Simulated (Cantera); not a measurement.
An adiabatic, constant-pressure homogeneous reactor starts with CH4 : H2 : O2 : N2 = 1 : 0.62 : 1.44 : 5.49 (molar parts), equivalence ratio 1.6, at 1800 K and 4.54 atm. Integrator tolerance rtol = 1e-08.

Cantera simulation using GRI-Mech 3.0 (53 species, 325 reactions); the numbers are that mechanism's predictions, not measurements.

Task: What does this change do: CH4 1 to 0.63 parts?

Result: 
| quantity | before | after |
|---|---|---|
| time of steepest temperature rise | 15.0 µs | 9.37 µs |
| temperature at 0.200 s | 2944 K | 3001 K |
| equilibrium temperature | 2944 K | 3001 K |
| x(CH4) at 0.200 s | 7.70e-12 (gas-phase equilibrium 8.90e-12) | <1e-12 (gas-phase equilibrium <1e-12) |
| x(H2) at 0.200 s | 0.100 (gas-phase equilibrium 0.100) | 0.0330 (gas-phase equilibrium 0.0330) |
| x(O2) at 0.200 s | 0.000830 (gas-phase equilibrium 0.000830) | 0.0123 (gas-phase equilibrium 0.0123) |
| x(HCN) at 0.200 s | 1.22e-7 (gas-phase equilibrium 1.22e-7) | 1.17e-8 (gas-phase equilibrium 1.17e-8) |
| x(OH) at 0.200 s | 0.0104 (gas-phase equilibrium 0.0104) | 0.0236 (gas-phase equilibrium 0.0236) |
Above 3000 K some thermodynamic fits are extrapolated.

Task: What does this change do: initial temperature 1800 to 1550 K?

Result: 
```tsv
quantity	before	after
time of steepest temperature rise	15.0 µs	58.6 µs
temperature at 0.200 s	2944 K	2803 K
equilibrium temperature	2944 K	2803 K
x(CH4) at 0.200 s	7.70e-12 (gas-phase equilibrium 8.90e-12)	1.15e-11 (gas-phase equilibrium 1.31e-11)
x(H2) at 0.200 s	0.100 (gas-phase equilibrium 0.100)	0.101 (gas-phase equilibrium 0.101)
x(O2) at 0.200 s	0.000830 (gas-phase equilibrium 0.000830)	0.000319 (gas-phase equilibrium 0.000319)
x(HCN) at 0.200 s	1.22e-7 (gas-phase equilibrium 1.22e-7)	1.18e-7 (gas-phase equilibrium 1.18e-7)
x(OH) at 0.200 s	0.0104 (gas-phase equilibrium 0.0104)	0.00600 (gas-phase equilibrium 0.00600)
```

Task: What does this change do: H2 0.62 to 0.21 parts?

Result: 
| quantity | before | after |
|---|---|---|
| time of steepest temperature rise | 15.0 µs | 23.5 µs |
| temperature at 0.200 s | 2944 K | 2964 K |
| equilibrium temperature | 2944 K | 2964 K |
| x(CH4) at 0.200 s | 7.70e-12 (gas-phase equilibrium 8.90e-12) | 2.53e-12 (gas-phase equilibrium 2.98e-12) |
| x(H2) at 0.200 s | 0.100 (gas-phase equilibrium 0.100) | 0.0710 (gas-phase equilibrium 0.0710) |
| x(O2) at 0.200 s | 0.000830 (gas-phase equilibrium 0.000830) | 0.00181 (gas-phase equilibrium 0.00181) |
| x(HCN) at 0.200 s | 1.22e-7 (gas-phase equilibrium 1.22e-7) | 7.43e-8 (gas-phase equilibrium 7.43e-8) |
| x(OH) at 0.200 s | 0.0104 (gas-phase equilibrium 0.0104) | 0.0130 (gas-phase equilibrium 0.0130) |
